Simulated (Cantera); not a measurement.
Stirred combustor or abatement burner

A perfectly stirred reactor is fed with H₂ : O₂ : N₂ = 1 : 0.385 : 2.65 (molar parts), equivalence ratio 1.3, at 9.87 atm; it is adiabatic with a 650 K inlet, and is followed from long to short residence time, starting on the burning branch (τ in s: 0.16, 0.057, 0.021, 0.0076, 0.0028, 0.001, 0.00037, 0.00013, 4.8e-05).

Detailed kinetics in Cantera: GRI-Mech 3.0 (53 species, 325 reactions). The hydrogen kinetics of GRI-Mech 3.0 are dated; newer H2 mechanisms differ, most at raised pressure.

```
τ (s)    T (K)    x H₂      x O₂  x H₂O    x HO₂     x NO₂   x H₂O₂      x OH
-------  -----  ------  --------  -----  -------  --------  -------  --------
0.16      2075  0.0629   1.35e-5  0.211  7.56e-9  6.59e-11  2.67e-9  0.000114
0.057     2073  0.0629   2.78e-5  0.211  2.01e-8  8.03e-11  5.70e-9  0.000156
0.021     2071  0.0629   5.18e-5  0.211  5.28e-8  1.12e-10  1.30e-8  0.000231
0.0076    2068  0.0629   9.41e-5  0.210  1.41e-7  1.76e-10  3.02e-8  0.000360
0.0028    2062  0.0628  0.000169  0.210  3.60e-7  2.98e-10  6.60e-8  0.000562
0.0010    2053  0.0628  0.000311  0.209  8.90e-7  5.37e-10  1.35e-7  0.000886
0.00037   2037  0.0628  0.000569  0.208  1.99e-6  9.68e-10  2.48e-7   0.00135
0.00013   2011  0.0630   0.00109  0.205  4.37e-6   1.80e-9  4.33e-7   0.00205
4.8e-5    1970  0.0638   0.00205  0.202  8.95e-6   3.10e-9  7.11e-7   0.00289
```
x: mole fraction; the columns are a selection and need not sum to one.
